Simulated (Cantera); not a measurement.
Input: 1 mol n-butane, 1.9 mol O2, 0.6 mol N2.

Points: T (K) = 950, 975, 1000, 1025, 1050, 1075, 1100, 1125, 1150, 1175, 1200, 1225, 1250; P (Pa) = 10, 40, 160, 630, 2500, 10000, 40000, 160000, 630000, 2.5e+06, 1e+07.

Cantera's Mixture.equilibrate('TP', solver="vcs", rtol=1e-11, max_steps=5000) on the NASA tables stopped like this:

```
ERROR: FAILURE its = 5001!

*******************************************************************************
CanteraError thrown by MultiPhase::equilibrate:
VCS solver failed. Return code: -1
*******************************************************************************
```

What got this run through?

One answer among several that fit: The failure is numerical, not chemical. The same input converged with solver="gibbs", rtol=1e-10, max_steps=50000, and the result passed a check of the equilibrium conditions:
```
    950         10  C(gr)
    975         10  C(gr)
   1000         10  C(gr)
   1025         10  C(gr)
   1050         10  C(gr)
   1075         10  C(gr)
   1100         10  C(gr)
   1125         10  C(gr)
   1150         10  C(gr)
   1175         10  C(gr)
   1200         10  C(gr)
   1225         10  C(gr)
   1250         10  C(gr)
    950         40  C(gr)
    975         40  C(gr)
   1000         40  C(gr)
   1025         40  C(gr)
   1050         40  C(gr)
   1075         40  C(gr)
   1100         40  C(gr)
   1125         40  C(gr)
   1150         40  C(gr)
   1175         40  C(gr)
   1200         40  C(gr)
   1225         40  C(gr)
   1250         40  C(gr)
    950        160  C(gr)
    975        160  C(gr)
   1000        160  C(gr)
   1025        160  C(gr)
   1050        160  C(gr)
   1075        160  C(gr)
   1100        160  C(gr)
   1125        160  C(gr)
   1150        160  C(gr)
   1175        160  C(gr)
   1200        160  C(gr)
   1225        160  C(gr)
   1250        160  C(gr)
    950        630  C(gr)
    975        630  C(gr)
   1000        630  C(gr)
   1025        630  C(gr)
   1050        630  C(gr)
   1075        630  C(gr)
   1100        630  C(gr)
   1125        630  C(gr)
   1150        630  C(gr)
   1175        630  C(gr)
   1200        630  C(gr)
   1225        630  C(gr)
   1250        630  C(gr)
    950       2500  C(gr)
    975       2500  C(gr)
   1000       2500  C(gr)
   1025       2500  C(gr)
   1050       2500  C(gr)
   1075       2500  C(gr)
   1100       2500  C(gr)
   1125       2500  C(gr)
   1150       2500  C(gr)
   1175       2500  C(gr)
   1200       2500  C(gr)
   1225       2500  C(gr)
   1250       2500  C(gr)
    950      1e+04  C(gr)
    975      1e+04  C(gr)
   1000      1e+04  C(gr)
   1025      1e+04  C(gr)
   1050      1e+04  C(gr)
   1075      1e+04  C(gr)
   1100      1e+04  C(gr)
   1125      1e+04  C(gr)
   1150      1e+04  C(gr)
   1175      1e+04  C(gr)
   1200      1e+04  C(gr)
   1225      1e+04  C(gr)
   1250      1e+04  C(gr)
    950      4e+04  C(gr)
    975      4e+04  C(gr)
   1000      4e+04  C(gr)
   1025      4e+04  C(gr)
   1050      4e+04  C(gr)
   1075      4e+04  C(gr)
   1100      4e+04  C(gr)
   1125      4e+04  C(gr)
   1150      4e+04  C(gr)
   1175      4e+04  C(gr)
   1200      4e+04  C(gr)
   1225      4e+04  C(gr)
   1250      4e+04  C(gr)
    950    1.6e+05  C(gr)
    975    1.6e+05  C(gr)
   1000    1.6e+05  C(gr)
   1025    1.6e+05  C(gr)
   1050    1.6e+05  C(gr)
   1075    1.6e+05  C(gr)
   1100    1.6e+05  C(gr)
   1125    1.6e+05  C(gr)
   1150    1.6e+05  C(gr)
   1175    1.6e+05  C(gr)
   1200    1.6e+05  C(gr)
   1225    1.6e+05  C(gr)
   1250    1.6e+05  C(gr)
    950    6.3e+05  C(gr)
    975    6.3e+05  C(gr)
   1000    6.3e+05  C(gr)
   1025    6.3e+05  C(gr)
   1050    6.3e+05  C(gr)
   1075    6.3e+05  C(gr)
   1100    6.3e+05  C(gr)
   1125    6.3e+05  C(gr)
   1150    6.3e+05  C(gr)
   1175    6.3e+05  C(gr)
   1200    6.3e+05  C(gr)
   1225    6.3e+05  C(gr)
   1250    6.3e+05  C(gr)
    950    2.5e+06  C(gr)
    975    2.5e+06  C(gr)
   1000    2.5e+06  C(gr)
   1025    2.5e+06  C(gr)
   1050    2.5e+06  C(gr)
   1075    2.5e+06  C(gr)
   1100    2.5e+06  C(gr)
   1125    2.5e+06  C(gr)
   1150    2.5e+06  C(gr)
   1175    2.5e+06  C(gr)
   1200    2.5e+06  C(gr)
   1225    2.5e+06  C(gr)
   1250    2.5e+06  C(gr)
    950      1e+07  C(gr)
    975      1e+07  C(gr)
   1000      1e+07  C(gr)
   1025      1e+07  C(gr)
   1050      1e+07  C(gr)
   1075      1e+07  C(gr)
   1100      1e+07  C(gr)
   1125      1e+07  C(gr)
   1150      1e+07  C(gr)
   1175      1e+07  C(gr)
   1200      1e+07  C(gr)
   1225      1e+07  C(gr)
   1250      1e+07  C(gr)
```

The gas is ideal and each condensed phase is pure. The ideal-gas law is rough above about 30 bar.
